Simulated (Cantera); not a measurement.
Feed: 1 mol Ti(OiPr)₄, 1.6 mol O₂, equilibrated at 54.0 mbar.

Method: chemical equilibrium by Gibbs-energy minimisation in Cantera with the NASA 1993 tables (ideal gas, pure condensed phases). Candidate condensed phases: C, C₆H₆, C₇H₈, C₈H₁₈, H₂O, Ti, TiC, TiO, TiO₂, Ti₂O₃, Ti₃O₅, Ti₄O₇; 113 gas species. The feed counts by its element totals alone. TiC: taken at fixed stoichiometry. Equilibrium is a limit: real reactors are often held back by kinetics, nucleation or transport.

Over these rows the condensed part is C(graphite) + TiC(s). Partial pressures as log10 of bar:

```tsv
T (K)	1000/T (1/K)	log p H₂O	log p H₂	log p CO
1400	0.7143	-5.61	-1.45	-1.74
1500	0.6667	-5.95	-1.45	-1.74
1600	0.6250	-6.24	-1.45	-1.74
1700	0.5882	?	-1.45	-1.74
1800	0.5556	-6.73	-1.45	-1.74
1900	0.5263	-6.94	-1.45	-1.74
```

Problem. Fit log p(H₂O) = a + b·(1000/T) to the five rows, give the apparent enthalpy, and predict the row at 1700 K.

Solution. Means: 1000/T = 0.6176, log p = -6.294. Sxy = 0.169445, Sxx = 0.0239961, so b = 7.06 and a = -6.294 − (7.06)×0.6176 = -10.65.
Apparent enthalpy: −19.145 × (7.06) = -135 kJ/mol. With the condensed phases at unit activity, H₂(g) + CO(g) = H₂O(g) + C(graphite) links this pressure to the main gases: over the six rows their terms move log p by +0.00 in all, so the slope is close to that reaction's ΔH°. The five rows lie within 0.01 of the line.
Prediction at 1700 K: -10.65 + (7.06)×0.5882 = -6.50. The computed value is -6.50, 0.00 from the line.
